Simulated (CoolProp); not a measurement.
The numbers come from the reference Helmholtz-energy equation of state, Schroeder 2014 in CoolProp.

Problem. Give the vapour pressure (MPa), vapour density (kg/m³), surface tension (mN/m), vapour viscosity (µPa s) of saturated ethanol at 408.4, 424.7 K.

Solution. 
```json
[
 {"T (K)": "408.4", "p (MPa)": "0.665", "vapour density (kg/m³)": "10.1", "surface tension (mN/m)": "11.1", "vapour viscosity (µPa s)": "12.1"},
 {"T (K)": "424.7", "p (MPa)": "1.02", "vapour density (kg/m³)": "15.6", "surface tension (mN/m)": "9.44", "vapour viscosity (µPa s)": "12.6"}
]
```

Viscosity comes from a separate model (Kiselev 2005). Surface tension comes from a separate correlation (Mulero 2012).
